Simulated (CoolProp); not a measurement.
Values from CoolProp's reference Helmholtz-energy equation of state, Lemmon 2003. It is a pseudo-pure fit of the blend.

### Question
For R410A, give the phase and the Joule-Thomson coefficient (K/MPa), viscosity (µPa s) at 205.85 °C and 0.0775 bar; 205.85 °C and 0.147 bar; 205.85 °C and 0.279 bar.

### Answer
- 205.85 °C and 0.0775 bar: gas; Joule-Thomson coefficient 4.60, viscosity 20.4
- 205.85 °C and 0.147 bar: gas; Joule-Thomson coefficient 4.60, viscosity 20.4
- 205.85 °C and 0.279 bar: gas; Joule-Thomson coefficient 4.60, viscosity 20.4

Viscosity comes from a separate model (Geller 2000).
